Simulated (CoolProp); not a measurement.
Vapour-liquid equilibrium of R113 (1) + n-hexane (2) at 397.3 K; x and y are mole fractions of (1).

Model: multi-fluid Helmholtz-energy mixture model, Marx 1992 and Thol 2019; pair parameters Bell 2016, in CoolProp.

Give the bubble pressure and the first vapour's composition at x = 0.05, 0.35, 0.55. Is there an azeotrope?

x = 0.05: 4.620 bar, y = 0.089; x = 0.35: 5.770 bar, y = 0.469; x = 0.55: 6.376 bar, y = 0.648. No azeotrope shows between x = 0.05 and 0.95.

Pair parameters are fitted to limited data, so mixtures are less certain than the pure fluids.
